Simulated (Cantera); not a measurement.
An isothermal plug-flow reactor at 723 K and 0.500 bar (inlet), inlet velocity 0.67 m/s, active area per volume 1000 1/m; feed 0.342 % CO, 9.47 % O₂, 90.2 % N₂, equivalence ratio 0.018.

Cantera simulation using Deutschmann's 1995 Pt surface mechanism with GRI-Mech 3.0 gas chemistry; the numbers are that mechanism's predictions, not measurements. Catalytic surfaces can have several steady states; this one follows from the mechanism file's or the stated starting coverage. Mass transfer to the wall is taken as infinitely fast.

Task: Predict: x(CO) at z = 0.017 m; x(O₂) at z = 0.017 m; x(CO₂) at z = 0.017 m; θ(free Pt) at the exit; θ(O*) at the exit.

Result: 
```
Item                       Value
----------------------  --------
x(CO) at z = 0.017 m    0.000233
x(O₂) at z = 0.017 m      0.0933
x(CO₂) at z = 0.017 m    0.00320
θ(free Pt) at the exit    0.0169
θ(O*) at the exit          0.983
```
